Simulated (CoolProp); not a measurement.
Ammonia along the isotherm 448.3 K: density (kg/m³) from the reference equation and from simpler models built on Tc = 405.6 K, pc = 113.6 bar, ω = 0.256; each cubic takes its own stable root.

Model: reference Helmholtz-energy equation of state, Gao 2020, in CoolProp.

```tsv
p (bar)	phase	reference
31.6	gas	15.60
63.1	gas	34.13
94.7	gas	57.32
126	supercritical	87.86
158	supercritical	133.4
189	supercritical	198.4
221	supercritical	267.8
253	supercritical	313.9
284	supercritical	343.2
```

Task: How far does each simpler model (ideal gas, van der Waals, Redlich-Kwong, Soave-Redlich-Kwong, Peng-Robinson) lie from the reference over these 9 states: mean and median of the absolute difference, and the worst?

Result: 
- ideal gas: mean 41.3 %, median 45.9 %, worst -63.2 % at 448.3 K and 253 bar
- van der Waals: mean 9.4 %, median 1.4 %, worst -27.9 % at 448.3 K and 284 bar
- Redlich-Kwong: mean 6.3 %, median 0.3 %, worst -19.1 % at 448.3 K and 284 bar
- Soave-Redlich-Kwong: mean 11.6 %, median 8.7 %, worst -24.1 % at 448.3 K and 284 bar
- Peng-Robinson: mean 7.5 %, median 3.6 %, worst -17.8 % at 448.3 K and 253 bar
